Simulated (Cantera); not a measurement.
Charge: 1 mol Fe2O3, 2.1 mol SO3, 34 mol N2, 0.8 mol SO2, held at 1250 K and 0.400 bar.

These are equilibrium values from Cantera (NASA tables, ideal gas, pure condensed phases), not measurements of a reactor. Candidate condensed phases: Fe, FeO, FeS, FeSO4, FeS2, Fe2O3, Fe2(SO4)3, Fe3O4, S; 19 gas species. Kinetics and transport are ignored.

Base state: N2 0.896, SO2 0.0751, O2 0.0270, SO3 0.00136, NO 0.000108 (mole fractions); condensed: Fe2O3(s).

Q: What changes in the equilibrium state with this change: temperature from 1250 K to 675 K?

A: 
```tsv
species	before	after
N2	0.896	0.990
SO2	0.0751	0.0102
SO3	0.00136	3.04e-5
O2	0.0270	<1e-9
NO	0.000108	<1e-9
Fe2O3(s), mol	1.00	0
FeSO4(s), mol	0	0.901
Fe2(SO4)3(s), mol	0	0.549
```

Q: What changes in the equilibrium state with this change: Fe2O3 replaced by FeS?

A: 
```csv
species,before,after
N2,0.896,0.904
SO2,0.0751,0.0871
S2,<1e-9,0.00792
O2,0.0270,<1e-9
S2O,<1e-9,0.000331
SO,2.00e-9,0.000136
NO,0.000108,1.85e-9
"Fe2O3(s), mol",1.00,0
"Fe3O4(s), mol",0,0.333
```
Gases not in the tables: S3 to S7.
